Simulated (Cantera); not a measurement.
An adiabatic, constant-pressure homogeneous reactor starts with CH4 : O2 : N2 : CO2 = 1 : 1.25 : 4.7 : 0.51 (molar parts), equivalence ratio 1.6, at 1350 K and 2480 Torr. Integrator tolerance rtol = 1e-08.

Model: GRI-Mech 3.0 (53 species, 325 reactions), integrated in Cantera.

```
quantity                                                              before                                      after
---------------------------------  -----------------------------------------  -----------------------------------------
time of steepest temperature rise                                    3.46 ms                                    2.08 ms
temperature at 0.100 s                                                2518 K                                     2347 K
equilibrium temperature                                               2518 K                                     2347 K
x(CH4) at 0.100 s                  4.52e-12 (gas-phase equilibrium 5.13e-12)      <1e-12 (gas-phase equilibrium <1e-12)
x(O2) at 0.100 s                   0.000120 (gas-phase equilibrium 0.000120)      0.0704 (gas-phase equilibrium 0.0703)
x(CO2) at 0.100 s                      0.0602 (gas-phase equilibrium 0.0602)        0.124 (gas-phase equilibrium 0.124)
x(C2H4) at 0.100 s                     <1e-12 (gas-phase equilibrium <1e-12)      <1e-12 (gas-phase equilibrium <1e-12)
x(HCN) at 0.100 s                    5.09e-8 (gas-phase equilibrium 5.09e-8)  3.16e-12 (gas-phase equilibrium 3.18e-12)
```

Question: Which change was made?
(A) pressure from 2480 Torr to 760 Torr
(B) constant volume in place of constant pressure
(C) CH4 1 to 0.37 parts
(D) pressure from 2480 Torr to 4880 Torr

Answer: C, CH4 1 to 0.37 parts
